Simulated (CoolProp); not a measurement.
Dimethyl carbonate at several states: fugacity coefficient from the reference equation and from simpler models built on Tc = 283.9 °C, pc = 4.909 MPa, ω = 0.346; each cubic takes its own stable root.

Model: reference Helmholtz-energy equation of state, Zhou 2011, in CoolProp.

```json
[
 {"T (°C)": "163.55", "p (MPa)": "0.291", "phase": "gas", "reference": "0.9557", "van der Waals": "0.9688", "Redlich-Kwong": "0.9601", "Soave-Redlich-Kwong": "0.9555", "Peng-Robinson": "0.9528"},
 {"T (°C)": "293.25", "p (MPa)": "13.2", "phase": "supercritical", "reference": "0.3443", "van der Waals": "0.3952", "Redlich-Kwong": "0.3604", "Soave-Redlich-Kwong": "0.3666", "Peng-Robinson": "0.3433"},
 {"T (°C)": "165.35", "p (MPa)": "0.0218", "phase": "gas", "reference": "0.9967", "van der Waals": "0.9977", "Redlich-Kwong": "0.9970", "Soave-Redlich-Kwong": "0.9967", "Peng-Robinson": "0.9965"},
 {"T (°C)": "67.05", "p (MPa)": "0.033", "phase": "gas", "reference": "0.9886", "van der Waals": "0.9938", "Redlich-Kwong": "0.9911", "Soave-Redlich-Kwong": "0.9895", "Peng-Robinson": "0.9892"}
]
```
